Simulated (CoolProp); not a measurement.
Vapour-liquid equilibrium of n-octane (1) + n-dodecane (2) at 334.4 K; x and y are mole fractions of (1).

Values from CoolProp's multi-fluid Helmholtz-energy mixture model, Beckmüller 2019 and Lemmon 2004; pair parameters Bell 2016.

Problem. Give the bubble pressure and the first vapour's composition at x = 0.425, 0.875, 0.95. Is there an azeotrope?

Solution. x = 0.425: 0.04653 bar, y = 0.970; x = 0.875: 0.09685 bar, y = 0.997; x = 0.95: 0.1052 bar, y = 0.999. No azeotrope shows between x = 0.05 and 0.95.

Pair parameters are fitted to limited data, so mixtures are less certain than the pure fluids.
